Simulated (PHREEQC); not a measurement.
# Brine (model solution)

Dissolve 0.0065 mol/kgw SrCl2 and 0.21 mol/kgw LiCl at 25 °C. Closed to the air; pH follows from the charge balance.

Model: Pitzer model, pitzer.dat, run in PHREEQC.

```yaml
ionic_strength: 0.230 mol/kgw
activity_of_water: 0.993
specific_conductance: 20000 µS/cm
density: 1.003 g/cm³
osmotic_coefficient: 0.938
```

```json
[
 {"species": "Cl-", "molality": "0.223", "activity": "0.158", "log γ": "-0.151"},
 {"species": "Li+", "molality": "0.210", "activity": "0.169", "log γ": "-0.095"},
 {"species": "Sr+2", "molality": "0.00650", "activity": "0.00205", "log γ": "-0.502"},
 {"species": "OH-", "molality": "1.41e-7", "activity": "8.76e-8", "log γ": "-0.208"},
 {"species": "H+", "molality": "1.41e-7", "activity": "1.15e-7", "log γ": "-0.091"}
]
```

No solid was allowed to form. Species that the database lacks are ignored.
